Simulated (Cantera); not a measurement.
A perfectly stirred reactor is fed with H2 : O2 : N2 : H2O = 1 : 0.781 : 2.94 : 0.47 (molar parts), at 825 Torr; it is adiabatic with a 575 K inlet, and is followed from long to short residence time, starting on the burning branch (τ in s: 0.34, 0.084, 0.021, 0.0052, 0.0013, 0.00033, 8.1e-05, 2e-05, 5e-06).

Computed with Cantera and the H2/O2 subset of GRI-Mech 3.0, which has no nitrogen chemistry.

Problem. Predict: blow-out, bracketed by the residence times tried; x(H2) at τ = 0.340 s; x(O2) at τ = 0.340 s; x(H2O) at τ = 0.340 s; x(O) at τ = 0.340 s; x(H) at τ = 0.340 s; x(H2) at τ = 1.30 ms; x(O2) at τ = 1.30 ms; x(H2O) at τ = 1.30 ms; x(O) at τ = 1.30 ms; x(H) at τ = 1.30 ms.

Solution. 
```json
{
 "blow_out_bracketed_by_the_residence_times_tried": "burning at 20.0 µs, out at 5.00 µs",
 "x(H2) at τ = 0.340 s": "0.000332",
 "x(O2) at τ = 0.340 s": "0.0594",
 "x(H2O) at τ = 0.340 s": "0.312",
 "x(O) at τ = 0.340 s": "0.000141",
 "x(H) at τ = 0.340 s": "2.66e-5",
 "x(H2) at τ = 1.30 ms": "0.00511",
 "x(O2) at τ = 1.30 ms": "0.0595",
 "x(H2O) at τ = 1.30 ms": "0.301",
 "x(O) at τ = 1.30 ms": "0.00200",
 "x(H) at τ = 1.30 ms": "0.00157"
}
```
